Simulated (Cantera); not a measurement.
A closed system holds: 1 mol borazine, 0.19 mol NH3, 110 mol H2, equilibrated at 0.720 bar.

Equilibrium computed with Cantera from the NASA thermochemical tables; the gas is ideal and each condensed phase is pure. Candidate condensed phases: B, BN; 15 gas species. The feed counts by its element totals alone. Mutual solubility and eutectic melting of coexisting phases are not modelled. The tables' values for BH2 are old estimates; treat these amounts as uncertain. Gases not in the tables: B2H6 and higher boranes. The numbers say what is thermodynamically allowed, not how fast it happens.

log p: log10 of the partial pressure in bar; n: condensed amount in mol.

| T (K) | log p H2 | log p H | log p N2 | log p BH2 | log p BH3 | log p B | log p BH | n BN(s) | n B(s) |
|---|---|---|---|---|---|---|---|---|---|
| 1248 | -0.14 | -6.40 | -3.22 | -10.79 | ? | <-12 | <-12 | 3.00 | 0 |
| 1348 | -0.14 | -5.71 | -3.22 | -9.41 | ? | <-12 | <-12 | 3.00 | 0 |
| 1448 | -0.14 | -5.11 | -3.22 | -8.22 | ? | <-12 | <-12 | 3.00 | 0 |
| 1548 | -0.14 | -4.58 | -3.22 | -7.19 | ? | <-12 | <-12 | 3.00 | 0 |
| 1648 | -0.14 | -4.12 | -3.22 | -6.29 | ? | -11.71 | -10.74 | 3.00 | 0 |
| 1748 | -0.14 | -3.71 | -3.22 | -5.49 | ? | -10.25 | -9.51 | 3.00 | 0 |
| 1848 | -0.14 | -3.35 | -3.21 | -4.78 | ? | -8.96 | -8.41 | 3.00 | 0 |
| 1948 | -0.14 | -3.02 | -3.19 | -4.15 | ? | -7.80 | -7.43 | 2.99 | 0 |
| 2048 | -0.14 | -2.72 | -3.13 | -3.60 | ? | -6.78 | -6.57 | 2.96 | 0 |
| 2148 | -0.15 | -2.45 | -3.01 | -3.15 | ? | -5.89 | -5.83 | 2.88 | 0 |
| 2248 | -0.15 | -2.21 | -2.50 | -2.93 | ? | -5.28 | -5.35 | 2.19 | 0.620 |

Q: Fill in the missing entries.

A: 
- 1248, log p BH3: -10.34
- 1348, log p BH3: -9.28
- 1448, log p BH3: -8.37
- 1548, log p BH3: -7.58
- 1648, log p BH3: -6.89
- 1748, log p BH3: -6.28
- 1848, log p BH3: -5.74
- 1948, log p BH3: -5.26
- 2048, log p BH3: -4.86
- 2148, log p BH3: -4.52
- 2248, log p BH3: -4.42
